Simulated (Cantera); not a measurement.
Charge: 1 mol Si, 0.0015 mol H2O, 460 mol H2, equilibrated at 1475 K.

Method: chemical equilibrium by Gibbs-energy minimisation in Cantera with the NASA 1993 tables (ideal gas, pure condensed phases). Candidate condensed phases: H2O, Si, SiO2; 18 gas species. Kinetics and transport are ignored.

x: gas mole fraction; n: condensed amount in mol.

```
P (Pa)    x H2       x H      x Si  x SiH4    x SiH    x SiO  n Si(s)
-------  -----  --------  --------  ------  -------  -------  -------
0.100    0.985    0.0129   0.00214  <1e-12  7.58e-6  3.23e-6        0
2.50     0.997   0.00259  0.000230     ___  4.09e-6  3.26e-6    0.890
63       0.999  0.000517   9.13e-6     ___  8.16e-7  3.26e-6    0.993
1600     1.000  0.000103   3.59e-7     ___  1.62e-7  3.26e-6    0.998
40000    1.000   2.05e-5   1.44e-8     ___  3.24e-8  3.25e-6    0.998
1000000  1.000   4.10e-6  5.75e-10     ___  6.48e-9  3.03e-6    0.994
```

Task: Fill in the missing entries.

Result: 
- 2.50, x SiH4: 2.47e-11
- 63, x SiH4: 6.26e-10
- 1600, x SiH4: 1.59e-8
- 40000, x SiH4: 3.98e-7
- 1000000, x SiH4: 9.95e-6
